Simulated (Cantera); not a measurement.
Input: 1 mol C2H6, 2.4 mol H2, 22 mol N2, at 0.00260 bar.

These are equilibrium values from Cantera (NASA tables, ideal gas, pure condensed phases), not measurements of a reactor. Candidate condensed phases: C, C6H6, C7H8, C8H18; 92 gas species. Kinetics and transport are ignored.

Problem. At 598 K, list the 3 most abundant gas species with their mole fractions, and the condensed phases.

Solution. N2 0.810, H2 0.182, CH4 0.00856. Condensed: C(graphite).
